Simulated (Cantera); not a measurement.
Feed: 1 mol SiCl4, 0.27 mol C2H4, 18 mol H2, equilibrated at 2400 °C and 50000 Pa.

These are equilibrium values from Cantera (NASA tables, ideal gas, pure condensed phases), not measurements of a reactor. Candidate condensed phases: C, C6H6, C7H8, C8H18, Si, SiC; 109 gas species. The tables' values for SiCl, SiCl3 are old estimates; treat these amounts as uncertain. Gases not in the tables: Si2H6 and higher silanes. The numbers say what is thermodynamically allowed, not how fast it happens.

Base state: H2 0.739, HCl 0.140, H 0.0623, SiCl2 0.0154, Si 0.0144, Cl 0.00820, C2H2 (acetylene) 0.00780, SiCl 0.00431 (mole fractions); condensed: gas only.

### Question
What changes in the equilibrium state with this change: SiCl4 replaced by (CH3)2SiCl2?

### Answer
```csv
species,before,after
H2,0.739,0.815
HCl,0.140,0.0724
H,0.0623,0.0655
SiCl2,0.0154,0.00290
C2H2 (acetylene),0.00780,0.0174
Si,0.0144,0.0111
SiCl3,7.12e-5,6.60e-6
C4H2,3.42e-5,0.000155
"C(graphite), mol",0,1.06
"SiC(s), mol",0,0.347
```
The feed counts by its element totals alone. The tables' values for SiCl are old estimates; treat these amounts as uncertain.
